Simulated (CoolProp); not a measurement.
Saturation properties of octamethylcyclotetrasiloxane (D4).

The numbers come from the reference Helmholtz-energy equation of state, Thol 2015 in CoolProp.

```
T (K)    p (MPa)  liquid density (kg/m³)  vapour density (kg/m³)  enthalpy of vaporisation (kJ/kg)  liquid cp (kJ/(kg K))  surface tension (mN/m)
-----  ---------  ----------------------  ----------------------  --------------------------------  ---------------------  ----------------------
314.2  0.0004106                   932.3                 0.04667                             179.6                  1.698                    16.8
322.8        ___                   922.4                 0.07794                             176.5                  1.713                     ___
331.4   0.001164                   912.5                  0.1256                             173.4                  1.729                    15.5
340     0.001862                   902.5                  0.1960                             170.3                  1.746                    14.9
348.6   0.002888                   892.4                  0.2970                             167.3                  1.764                    14.3
357.3   0.004376                     ___                  0.4401                               ___                  1.782                    13.7
365.9   0.006433                   871.9                  0.6333                             161.2                  1.800                    13.0
374.5   0.009238                   861.5                  0.8914                             158.2                  1.819                    12.4
383.1    0.01299                   851.0                   1.230                             155.2                  1.838                    11.8
391.7    0.01789                   840.4                   1.665                             152.1                  1.858                    11.2
400.3        ___                   829.7                   2.217                             149.1                  1.878                    10.6
409      0.03234                     ___                   2.917                             145.9                  1.898                    10.0
417.6    0.04237                   807.6                   3.772                             142.8                  1.919                    9.45
426.2    0.05474                   796.3                   4.818                             139.6                  1.939                    8.87
```

**Question.** Complete the blanks.

**Answer.** 
- 322.8, p (MPa): 0.0007041
- 322.8, surface tension (mN/m): 16.2
- 357.3, liquid density (kg/m³): 882.1
- 357.3, enthalpy of vaporisation (kJ/kg): 164.2
- 400.3, p (MPa): 0.02422
- 409, liquid density (kg/m³): 818.7

It boils at 448.9 K under 1 atm.

Surface tension comes from a separate correlation (Mulero 2014), older than this fluid's equation and unchecked against measurements.
